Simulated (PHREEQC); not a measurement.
Dissolve 5.5 mmol/kgw ZnSO4, 1.1 mmol/kgw CaCl2 and 0.036 mmol/kgw Na2SO4 at 25 °C. Closed to the air; pH follows from the charge balance.

Model: ion-association model, phreeqc.dat, run in PHREEQC.

Each row changes one thing in this solution. This is a speciation only: nothing precipitates in the calculation.

| case | pH | ionic strength (mol/kgw) | SO4-2 (mol/kgw) | Ca+2 (mol/kgw) | CaSO4 (mol/kgw) | NaSO4- (mol/kgw) | SI of Gypsum (CaSO4:2H2O) | SI of Halite (NaCl) |
|---|---|---|---|---|---|---|---|---|
| as made | 5.81 | 0.0191 | 0.00392 | 0.000885 | 0.000215 | 8.21e-7 | -1.34 | -8.50 |
| ZnSO4 from 0.0055 to 0.0275 mol/kgw | 5.65 | 0.0671 | 0.0147 | 0.000745 | 0.000356 | 2.17e-6 | -1.11 | -8.58 |
| diluted 10-fold with water | 6.17 | 0.00236 | (withheld) | 0.000104 | 6.14e-6 | (withheld) | -2.88 | -10.42 |
| ZnSO4 left out | 6.99 | (withheld) | 3.22e-5 | 0.00110 | 3.81e-6 | 9.04e-9 | -3.09 | -8.43 |
| CaCl2 from 0.0011 to 0.0022 mol/kgw | 5.80 | 0.0220 | (withheld) | 0.00180 | 0.000400 | 7.77e-7 | -1.06 | (withheld) |
| Na2SO4 from 3.6e-05 to 0.00036 mol/kgw | 5.82 | 0.0198 | 0.00418 | 0.000877 | 0.000223 | 8.66e-6 | -1.32 | -7.50 |

Problem. Some entries are withheld; supply them.

Solution. 
- diluted 10-fold with water, SO4-2 (mol/kgw): 0.000507
- diluted 10-fold with water, NaSO4- (mol/kgw): 1.48e-8
- ZnSO4 left out, ionic strength (mol/kgw): 0.00339
- CaCl2 from 0.0011 to 0.0022 mol/kgw, SO4-2 (mol/kgw): 0.00383
- CaCl2 from 0.0011 to 0.0022 mol/kgw, SI of Halite (NaCl): -8.20

Complexes and solids missing from the database can't appear.
